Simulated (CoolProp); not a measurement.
Saturation properties of cyclopentane.

The numbers come from the reference Helmholtz-energy equation of state, Gedanitz 2015 in CoolProp.

```json
[
 {"T (K)": "306.7", "p (kPa)": "58.66", "vapour density (kg/m³)": "[?]", "surface tension (mN/m)": "20.6"},
 {"T (K)": "311.1", "p (kPa)": "68.81", "vapour density (kg/m³)": "[?]", "surface tension (mN/m)": "20.0"},
 {"T (K)": "315.4", "p (kPa)": "80.03", "vapour density (kg/m³)": "2.205", "surface tension (mN/m)": "19.4"},
 {"T (K)": "319.8", "p (kPa)": "[?]", "vapour density (kg/m³)": "[?]", "surface tension (mN/m)": "18.8"},
 {"T (K)": "324.1", "p (kPa)": "107.1", "vapour density (kg/m³)": "2.893", "surface tension (mN/m)": "18.3"},
 {"T (K)": "328.5", "p (kPa)": "[?]", "vapour density (kg/m³)": "[?]", "surface tension (mN/m)": "17.7"},
 {"T (K)": "332.8", "p (kPa)": "140.9", "vapour density (kg/m³)": "3.737", "surface tension (mN/m)": "17.1"},
 {"T (K)": "337.2", "p (kPa)": "160.9", "vapour density (kg/m³)": "4.231", "surface tension (mN/m)": "[?]"},
 {"T (K)": "341.5", "p (kPa)": "182.4", "vapour density (kg/m³)": "[?]", "surface tension (mN/m)": "15.9"},
 {"T (K)": "345.9", "p (kPa)": "206.7", "vapour density (kg/m³)": "5.354", "surface tension (mN/m)": "15.4"},
 {"T (K)": "350.2", "p (kPa)": "232.8", "vapour density (kg/m³)": "5.988", "surface tension (mN/m)": "14.8"},
 {"T (K)": "354.5", "p (kPa)": "261.3", "vapour density (kg/m³)": "6.678", "surface tension (mN/m)": "14.3"},
 {"T (K)": "358.9", "p (kPa)": "293.1", "vapour density (kg/m³)": "7.447", "surface tension (mN/m)": "13.7"}
]
```

Question: What belongs in the gaps?

Answer: 
- 306.7, vapour density (kg/m³): 1.652
- 311.1, vapour density (kg/m³): 1.916
- 319.8, p (kPa): 92.95
- 319.8, vapour density (kg/m³): 2.535
- 328.5, p (kPa): 123.3
- 328.5, vapour density (kg/m³): 3.299
- 337.2, surface tension (mN/m): 16.5
- 341.5, vapour density (kg/m³): 4.760

It boils at 322.4 K under 1 atm.

Surface tension comes from a separate correlation (Mulero 2014).
